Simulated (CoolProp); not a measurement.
Vapour-liquid equilibrium of n-perfluorobutane (1) + R365MFC (2) at 0.0535 MPa; x and y are mole fractions of (1).

The numbers come from the multi-fluid Helmholtz-energy mixture model, Gao 2022 and Lemmon 2016; pair parameters Bell 2016 in CoolProp.

Problem. Give the bubble temperature and the first vapour's composition at x = 0.15, 0.25, 0.85. Is there an azeotrope?

Solution. x = 0.15: -8.1 °C, y = 0.793; x = 0.25: -12.0 °C, y = 0.839; x = 0.85: -15.9 °C, y = 0.919. No azeotrope shows between x = 0.05 and 0.95.

Pair parameters are fitted to limited data, so mixtures are less certain than the pure fluids. With so large a gap from Raoult's law the liquid may split in two, which this calculation doesn't test in full.
